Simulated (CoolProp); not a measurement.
A simple Rankine cycle with cis-2-butene: condensing at 297.15 K, boiler at 1.56 MPa, turbine inlet 382.9 K, turbine efficiency 0.75, pump efficiency 0.6, no recuperator. Each further row changes one setting.

Values from CoolProp's reference Helmholtz-energy equation of state, Lemmon 2005. It is a short technical equation, of lower accuracy than the large ones.

| case | thermal efficiency (%) | net work (kJ/kg) | heat in (kJ/kg) | turbine exit temperature (K) | volume ratio over the turbine |
|---|---|---|---|---|---|
| as stated | 12.8 | 62.8 | 490 | 318.5 | 7.89 |
| turbine inlet 402.9 K | 13.0 | 69.4 | 535 | 341.8 | 7.64 |
| condensing temperature 289.15 K | 14.0 | 71.2 | 508 | 311.8 | 10.2 |
| boiler pressure 1.09 MPa | 11.1 | 56.5 | 509 | 334.1 | 5.22 |
| turbine efficiency 0.65 | 11.0 | 54.0 | 490 | 324.0 | 8.06 |
